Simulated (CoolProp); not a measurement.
The fluid at 280.35 K and 2.05 MPa is throttled through a valve to 0.519 MPa with no heat exchange. The same conditions are run with several fluids, on thermodynamics alone (safety and materials aside).

Values from CoolProp's reference Helmholtz-energy equation of state of each fluid (nitrous oxide: Lemmon 2006; oxygen: Schmidt 1985; methane: Setzmann 1991; fluorine: de Reuck 1990; dry air: Lemmon 2000). Blends and air are pseudo-pure fits.

Problem. Rank nitrous oxide, oxygen, methane, fluorine, dry air by temperature change (K), highest first.

Solution. fluorine (-3.3), dry air (-3.9), oxygen (-4.6), methane (-7.7), nitrous oxide (-22.2)

```json
[
 {"fluid": "nitrous oxide", "final density (kg/m³)": "11.2"},
 {"fluid": "oxygen", "final density (kg/m³)": "7.28"},
 {"fluid": "methane", "final density (kg/m³)": "3.72"},
 {"fluid": "fluorine", "final density (kg/m³)": "8.59"},
 {"fluid": "dry air", "final density (kg/m³)": "6.56"}
]
```
